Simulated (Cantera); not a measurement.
Charge: 1 mol MgO, 0.73 mol F2, a varied amount of H2, equilibrated at 1773 K and 100 Torr.

These are equilibrium values from Cantera (NASA tables, ideal gas, pure condensed phases), not measurements of a reactor. Candidate condensed phases: H2O, Mg, MgF2, MgO, Mg(OH)2; 31 gas species. Mutual solubility and eutectic melting of coexisting phases are not modelled. Equilibrium is a limit: real reactors are often held back by kinetics, nucleation or transport.

Q: What share of the Mg ends up in condensed phases as a function of n(H2) (mol), at 0.49, 0.69, 0.88, 1.1, 1.3, 1.5, 1.7, 1.9, 2.1, 2.3?

A: 
```tsv
n(H2) (mol)	Mg condensed (%)	as
0.49	98.0	MgF2(l) + MgO(s)
0.69	97.5	MgF2(l) + MgO(s)
0.88	97.0	MgF2(l) + MgO(s)
1.1	96.5	MgF2(l) + MgO(s)
1.3	96.1	MgF2(l) + MgO(s)
1.5	95.6	MgF2(l) + MgO(s)
1.7	95.2	MgF2(l) + MgO(s)
1.9	94.7	MgF2(l) + MgO(s)
2.1	94.3	MgF2(l) + MgO(s)
2.3	93.8	MgF2(l) + MgO(s)
```
